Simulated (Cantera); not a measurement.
Input (Python, Cantera):

```python
import numpy as np
import cantera as ct

gas = ct.Solution("gri30.yaml")
gas.TPX = 400, 500000, {'CH4': 1, 'C2H6': 1.1, 'C3H8': 0.28, 'O2': 5.58, 'N2': 21}
inlet = ct.Reservoir(gas, clone=True)
gas.equilibrate("HP")  # start burning
reactor = ct.IdealGasConstPressureReactor(gas, energy="on", clone=False)
exhaust = ct.Reservoir(gas, clone=True)
tau = [0.02, 0.0096, 0.0046, 0.0022, 0.001, 0.00049, 0.00023, 0.00011, 5.3e-05][0]
for a, b in ((inlet, reactor), (reactor, exhaust)):
    ct.MassFlowController(a, b, mdot=lambda t: reactor.mass / tau)
net = ct.ReactorNet([reactor])
show = ['CH4', 'C2H6', 'C3H8', 'CH3', 'CO2']

rows = []
print(f"{'tau/s':>10s}{'T/K':>9s}" + "".join(f"{s:>11s}" for s in show))
for tau in [0.02, 0.0096, 0.0046, 0.0022, 0.001, 0.00049, 0.00023, 0.00011, 5.3e-05]:
    net.initial_time = 0.0
    net.advance(30 * tau)
    before = gas.X
    net.advance(40 * tau)
    drift = np.max(np.abs(gas.X - before) / (gas.X + 1e-9))
    rows.append([gas.T, *gas[show].X, drift])
    print(f"{tau:10.3e}{gas.T:9.1f}" + "".join(f"{x:11.3e}" for x in gas[show].X))
```

Result:

```
     tau/s      T/K        CH4       C2H6       C3H8        CH3        CO2
 2.000e-02   2165.0  7.502e-05  4.830e-07  9.962e-08  2.845e-05  5.941e-02
 9.600e-03   2161.7  9.879e-05  9.348e-07  1.879e-07  4.389e-05  5.934e-02
 4.600e-03   2157.1  1.258e-04  1.781e-06  3.483e-07  6.566e-05  5.921e-02
 2.200e-03   2150.4  1.604e-04  3.362e-06  6.389e-07  9.715e-05  5.897e-02
 1.000e-03   2140.4  2.180e-04  6.644e-06  1.226e-06  1.499e-04  5.849e-02
 4.900e-04   2127.2  3.100e-04  1.258e-05  2.263e-06  2.295e-04  5.767e-02
 2.300e-04   2105.2  5.009e-04  2.617e-05  4.576e-06  3.798e-04  5.597e-02
 1.100e-04   2064.2  9.466e-04  6.139e-05  1.033e-05  6.685e-04  5.231e-02
 5.300e-05    400.0  3.453e-02  3.798e-02  9.669e-03 -1.345e-21 -1.111e-15
```

Computed with Cantera and GRI-Mech 3.0 (53 species, 325 reactions).
